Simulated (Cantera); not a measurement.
A closed system holds: 1 mol Zr, 21 mol H2O, 6.9 mol N2, 0.45 mol O2, at 33.0 mbar.

Method: chemical equilibrium by Gibbs-energy minimisation in Cantera with the NASA 1993 tables (ideal gas, pure condensed phases). Candidate condensed phases: H2O, Zr, ZrN, ZrO2; 28 gas species. Rates play no part.

Q: Which condensed phases are stable at each of these points (T (°C)): 2025, 2075, 2125, 2175, 2225, 2275, 2325, 2375, 2425, 2475?

A: 
| T (°C) | condensed phases | Zr condensed (%) |
|---|---|---|
| 2025 | ZrO2(tetragonal) | 100.0 |
| 2075 | ZrO2(tetragonal) | 100.0 |
| 2125 | ZrO2(tetragonal) | 100.0 |
| 2175 | ZrO2(tetragonal) | 100.0 |
| 2225 | ZrO2(tetragonal) | 100.0 |
| 2275 | ZrO2(tetragonal) | 99.9 |
| 2325 | ZrO2(tetragonal) | 99.9 |
| 2375 | ZrO2(s) | 99.7 |
| 2425 | ZrO2(s) | 99.5 |
| 2475 | ZrO2(s) | 98.9 |

From 2025 °C to 2325 °C the condensed part is ZrO2(tetragonal). From 2375 °C to 2475 °C the condensed part is ZrO2(s).
